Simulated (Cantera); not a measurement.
A closed system holds: 1 mol Fe2O3, 1500 mol H2, 1.2 mol H2O, held at 0.550 bar.

Cantera equilibrium calculation (NASA polynomials, part measured and part estimated; ideal gas, pure solids and liquids). Candidate condensed phases: Fe, FeO, Fe(OH)2, Fe(OH)3, Fe2O3, Fe3O4, H2O; 12 gas species. The numbers say what is thermodynamically allowed, not how fast it happens.

### Question
Which condensed phases are stable at each of these points (T (°C)): 400, 600, 800, 1000, 1200, 1400, 1600, 1800, 2000?

### Answer
```json
[
 {"T (°C)": "400", "condensed phases": "Fe(α)", "Fe condensed (%)": "100.0"},
 {"T (°C)": "600", "condensed phases": "Fe(α)", "Fe condensed (%)": "100.0"},
 {"T (°C)": "800", "condensed phases": "Fe(α)", "Fe condensed (%)": "100.0"},
 {"T (°C)": "1000", "condensed phases": "Fe(γ)", "Fe condensed (%)": "100.0"},
 {"T (°C)": "1200", "condensed phases": "Fe(γ)", "Fe condensed (%)": "100.0"},
 {"T (°C)": "1400", "condensed phases": "Fe(δ)", "Fe condensed (%)": "99.5"},
 {"T (°C)": "1600", "condensed phases": "Fe(l)", "Fe condensed (%)": "89.2"},
 {"T (°C)": "1800", "condensed phases": "gas only", "Fe condensed (%)": "0.0"},
 {"T (°C)": "2000", "condensed phases": "gas only", "Fe condensed (%)": "0.0"}
]
```

From 400 °C to 800 °C the condensed part is Fe(α). From 1000 °C to 1200 °C the condensed part is Fe(γ). At 1400 °C the condensed part is Fe(δ). At 1600 °C the condensed part is Fe(l). From 1800 °C to 2000 °C nothing is condensed.
